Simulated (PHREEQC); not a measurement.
A solution holds 18 mmol/kgw KHSO4, at 25 °C. Closed to the air; pH follows from the charge balance.

Computed with PHREEQC (ion-association model, phreeqc.dat).

```yaml
pH: 2.00
ionic_strength: 0.0400 mol/kgw
specific_conductance: 6380 µS/cm
total_alkalinity: -18.0 meq/kg
```

```tsv
species	molality	activity	log γ
K+	0.0174	0.0143	-0.082
H+	0.0117	0.0101	-0.064
SO4-2	0.0110	0.00541	-0.309
HSO4-	0.00634	0.00529	-0.079
KSO4-	0.000649	0.000545	-0.075
```

Precipitation was switched off in this run.
